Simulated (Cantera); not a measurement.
Input: 1 mol Si, 9.2 mol H2O, 1.1 mol N2, held at 12000 Torr.

Cantera equilibrium calculation (NASA polynomials, part measured and part estimated; ideal gas, pure solids and liquids). Candidate condensed phases: H2O, Si, SiO2, Si2N2O, Si3N4; 35 gas species. The tables hold silica as quartz up to 1696 K and as liquid above; real silica turns to tridymite and cristobalite and melts near 1996 K. Gases not in the tables: Si(OH)4. The numbers say what is thermodynamically allowed, not how fast it happens.

x: gas mole fraction; n: condensed amount in mol.

| T (°C) | x H2O | x H2 | x N2 | x NH3 | x H | x OH | n SiO2(α-quartz) | n SiO2(β-quartz) |
|---|---|---|---|---|---|---|---|---|
| 527 | 0.700 | 0.192 | 0.106 | 0.00132 | <1e-12 | <1e-12 | 1.00 | 0 |
| 577 | 0.700 | 0.193 | 0.106 | … | … | <1e-12 | 0 | 1.00 |
| 627 | 0.699 | 0.193 | 0.107 | 0.000538 | 1.29e-11 | <1e-12 | 0 | 1.00 |
| 677 | 0.699 | 0.194 | 0.107 | 0.000367 | 6.12e-11 | <1e-12 | 0 | 1.00 |
| 727 | 0.699 | 0.194 | 0.107 | 0.000260 | 2.50e-10 | 1.99e-12 | 0 | 1.00 |
| 777 | 0.699 | 0.194 | 0.107 | 0.000189 | 8.93e-10 | 1.03e-11 | 0 | 1.00 |
| 827 | 0.699 | 0.194 | 0.107 | 0.000142 | 2.85e-9 | 4.58e-11 | 0 | 1.00 |
| 877 | 0.699 | 0.194 | 0.107 | … | … | … | 0 | 1.00 |
| 927 | 0.699 | 0.194 | 0.107 | 8.54e-5 | 2.17e-8 | 6.25e-10 | 0 | 1.00 |
| 977 | 0.699 | 0.194 | 0.107 | 6.83e-5 | 5.32e-8 | 1.98e-9 | 0 | 1.00 |
| 1027 | 0.699 | 0.194 | 0.107 | 5.55e-5 | 1.22e-7 | 5.73e-9 | 0 | 1.00 |
| 1077 | 0.699 | 0.194 | 0.107 | 4.57e-5 | 2.63e-7 | 1.54e-8 | 0 | 1.00 |
| 1127 | 0.699 | 0.194 | 0.107 | 3.82e-5 | 5.36e-7 | 3.83e-8 | 0 | 1.00 |
| 1177 | 0.699 | 0.194 | 0.107 | 3.24e-5 | 1.04e-6 | 8.99e-8 | 0 | 1.00 |

**Question.** Some entries are withheld; supply them.

**Answer.** 
- 877, x NH3: 0.000109
- 877, x H: 8.22e-9
- 877, x OH: 1.79e-10
- 577, x NH3: 0.000822
- 577, x H: 2.25e-12
